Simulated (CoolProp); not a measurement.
Vapour-liquid equilibrium of benzene (1) + m-xylene (2) at 465.6 K; x and y are mole fractions of (1).

Model: multi-fluid Helmholtz-energy mixture model, Thol 2012 and Zhou 2012; pair parameters Bell 2016, in CoolProp.

```
x     bubble pressure (bar)  y at the bubble point  dew pressure at overall composition x (bar)  liquid density (mol/L)
----  ---------------------  ---------------------  -------------------------------------------  ----------------------
0.05                  3.944                  0.140                                        3.661                   6.661
0.2                   5.214                  0.430                                        4.156                   6.912
0.35                  6.503                  0.613                                        4.794                   7.180
0.5                   7.832                  0.742                                        5.648                   7.467
0.65                  9.215                  0.840                                        6.840                   7.774
0.8                   10.66                  0.917                                        8.601                   8.102
0.95                  12.18                  0.981                                        11.40                   8.451
```

No azeotrope shows between x = 0.05 and 0.95.

The pair parameters rest on a limited set of measurements; away from them the model extrapolates.
